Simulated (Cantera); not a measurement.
## Chlorosilane synthesis and conversion: SiCl4 + HCl + H2

Feed: 1 mol SiCl4, 3.9 mol HCl, 4.4 mol H2, held at 100000 Pa.

Equilibrium computed with Cantera from the NASA thermochemical tables; the gas is ideal and each condensed phase is pure. Candidate condensed phases: Si; 19 gas species. The tables' values for SiCl3 are old estimates; treat these amounts as uncertain. Kinetics and transport are ignored.

```csv
T (°C),x H2,x HCl,x SiCl4,x SiCl3,x SiCl2,x SiHCl3,x SiH2Cl2
475,0.473,0.419,0.107,1.74e-8,<1e-12,5.33e-5,1.93e-9
575,0.473,0.420,0.107,4.93e-7,1.63e-10,0.000196,3.14e-8
675,0.473,0.420,0.107,6.77e-6,1.45e-8,0.000542,2.78e-7
775,0.472,0.421,0.106,5.56e-5,5.33e-7,0.00122,1.59e-6
875,0.471,0.422,0.105,0.000311,1.02e-5,0.00234,6.57e-6
975,0.468,0.425,0.102,0.00128,0.000117,0.00396,2.09e-5
1075,0.463,0.430,0.0963,0.00408,0.000869,0.00589,5.24e-5
1175,0.452,0.442,0.0848,0.00996,0.00430,0.00742,0.000100
1275,0.432,0.463,0.0656,0.0180,0.0138,0.00747,0.000139
```
x: gas mole fraction; nothing condenses.

From 475 °C to 1275 °C nothing is condensed. The main Si-bearing gas is SiCl4 throughout.
